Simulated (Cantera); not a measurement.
Input (Python, Cantera) and output of one run.

```python
import numpy as np
import cantera as ct

gas_names = """
    H H2 Si SiH SiH2 SiH3 SiH4 Si2 Si3
""".split()
cond_names = """
    Si(cr) Si(L)
""".split()


# ... load() reads the species with a 1 bar reference pressure and builds the phases ...
atoms = {
    'Si2H6': {'Si': 2, 'H': 6},
    'H2': {'H': 2},
}
top_T = {}  # K; cautious upper limits of use, not melting points


# ... equilibrate(T, P, feed) seeds the gas with the atoms and calls Mixture.equilibrate('TP', solver="vcs", rtol=1e-11, max_steps=5000) ...
results = []
feed = {'Si2H6': 1, 'H2': 28}  # mol
P = 133.322  # Pa
for T in [1148, 1198, 1248, 1298, 1348, 1398, 1448, 1498, 1548, 1598, 1648, 1698, 1748, 1798]:
    mix = equilibrate(T, P, feed)
    results.append((T, P, feed, dict(zip(mix.species_names, mix.species_moles))))

top = {s: max(r[3][s] / sum(r[3][g] for g in gas_names) for r in results) for s in gas_names}
cols = sorted((s for s in top if top[s] > 0.001), key=lambda s: -top[s])[:5]
seen = [c for c in cond_names if any(r[3].get(c, 0) > 1e-12 for r in results)]
print("log10 of partial pressures in bar; condensed amounts in mol")
print(f"{'T/K':>10s}" + "".join(f"{s[:9]:>10s}" for s in cols + seen))
for T, P, feed, n in results:
    ng = sum(n[g] for g in gas_names)
    print(f"{T:10.4g}" + "".join(f"{np.log10(max(n[s] / ng * P / 1e5, 1e-99)):10.3f}" for s in cols)
          + "".join(f"{n.get(c, 0):10.4g}" for c in seen))
```

It prints:

```
log10 of partial pressures in bar; condensed amounts in mol
       T/K        H2         H        Si    Si(cr)     Si(L)
      1148    -2.875    -8.582   -12.739         2         0
      1198    -2.875    -8.159   -11.890         2         0
      1248    -2.875    -7.768   -11.110         2         0
      1298    -2.875    -7.408   -10.391         2         0
      1348    -2.875    -7.073    -9.726         2         0
      1398    -2.875    -6.763    -9.108         2         0
      1448    -2.875    -6.473    -8.534         2         0
      1498    -2.875    -6.203    -7.998         2         0
      1548    -2.875    -5.949    -7.498     1.999         0
      1598    -2.876    -5.712    -7.029     1.997         0
      1648    -2.876    -5.488    -6.589     1.993         0
      1698    -2.877    -5.278    -6.183         0     1.983
      1748    -2.878    -5.080    -5.837         0     1.963
      1798    -2.880    -4.894    -5.511         0     1.923
```

Cantera equilibrium calculation (NASA polynomials, part measured and part estimated; ideal gas, pure solids and liquids). The feed counts by its element totals alone. Gases not in the tables: Si2H6 and higher silanes.
